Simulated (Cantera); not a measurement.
## Si + N2O + H2 (thermal oxidation and active oxidation of silicon)

Input: 1 mol Si, 0.16 mol N2O, 240 mol H2, equilibrated at 7500 Pa.

Cantera equilibrium calculation (NASA polynomials, part measured and part estimated; ideal gas, pure solids and liquids). Candidate condensed phases: H2O, Si, SiO2, Si2N2O, Si3N4; 35 gas species. Mutual solubility and eutectic melting of coexisting phases are not modelled. Gases not in the tables: Si2H6 and higher silanes. Kinetics and transport are ignored.

```json
[
 {"T (K)": "1050", "x H2": "1.00", "x H": "2.96e-8", "x Si": "<1e-12", "x N2": "2.85e-11", "n Si(s)": "0.680", "n Si2N2O(s)": "0.160", "n Si(l)": "0"},
 {"T (K)": "1125", "x H2": "1.00", "x H": "1.62e-7", "x Si": "<1e-12", "x N2": "1.18e-9", "n Si(s)": "0.680", "n Si2N2O(s)": "0.160", "n Si(l)": "0"},
 {"T (K)": "1200", "x H2": "1.000", "x H": "7.21e-7", "x Si": "1.85e-11", "x N2": "2.10e-8", "n Si(s)": "0.680", "n Si2N2O(s)": "0.160", "n Si(l)": "0"},
 {"T (K)": "1275", "x H2": "1.000", "x H": "2.69e-6", "x Si": "2.57e-10", "x N2": "2.47e-7", "n Si(s)": "0.680", "n Si2N2O(s)": "0.160", "n Si(l)": "0"},
 {"T (K)": "1350", "x H2": "1.000", "x H": "8.70e-6", "x Si": "2.66e-9", "x N2": "2.16e-6", "n Si(s)": "0.680", "n Si2N2O(s)": "0.159", "n Si(l)": "0"},
 {"T (K)": "1425", "x H2": "1.000", "x H": "2.49e-5", "x Si": "2.15e-8", "x N2": "1.50e-5", "n Si(s)": "0.683", "n Si2N2O(s)": "0.156", "n Si(l)": "0"},
 {"T (K)": "1500", "x H2": "1.000", "x H": "6.43e-5", "x Si": "1.40e-7", "x N2": "8.54e-5", "n Si(s)": "0.700", "n Si2N2O(s)": "0.139", "n Si(l)": "0"},
 {"T (K)": "1575", "x H2": "0.999", "x H": "0.000152", "x Si": "7.65e-7", "x N2": "0.000410", "n Si(s)": "0.777", "n Si2N2O(s)": "0.0615", "n Si(l)": "0"},
 {"T (K)": "1650", "x H2": "0.998", "x H": "0.000331", "x Si": "3.57e-6", "x N2": "0.000666", "n Si(s)": "0.837", "n Si2N2O(s)": "0", "n Si(l)": "0"},
 {"T (K)": "1725", "x H2": "0.998", "x H": "0.000677", "x Si": "1.35e-5", "x N2": "0.000665", "n Si(s)": "0", "n Si2N2O(s)": "0", "n Si(l)": "0.831"},
 {"T (K)": "1800", "x H2": "0.997", "x H": "0.00131", "x Si": "4.23e-5", "x N2": "0.000665", "n Si(s)": "0", "n Si2N2O(s)": "0", "n Si(l)": "0.819"},
 {"T (K)": "1875", "x H2": "0.996", "x H": "0.00239", "x Si": "0.000121", "x N2": "0.000664", "n Si(s)": "0", "n Si2N2O(s)": "0", "n Si(l)": "0.791"},
 {"T (K)": "1950", "x H2": "0.994", "x H": "0.00417", "x Si": "0.000317", "x N2": "0.000663", "n Si(s)": "0", "n Si2N2O(s)": "0", "n Si(l)": "0.726"},
 {"T (K)": "2025", "x H2": "0.991", "x H": "0.00699", "x Si": "0.000776", "x N2": "0.000661", "n Si(s)": "0", "n Si2N2O(s)": "0", "n Si(l)": "0.584"}
]
```
x: gas mole fraction; n: condensed amount in mol.

From 1050 K to 1575 K the condensed part is Si(s) + Si2N2O(s). At 1650 K the condensed part is Si(s). From 1725 K to 2025 K the condensed part is Si(l). The main Si-bearing gas is SiH4 at 1050 K and Si at 2025 K.
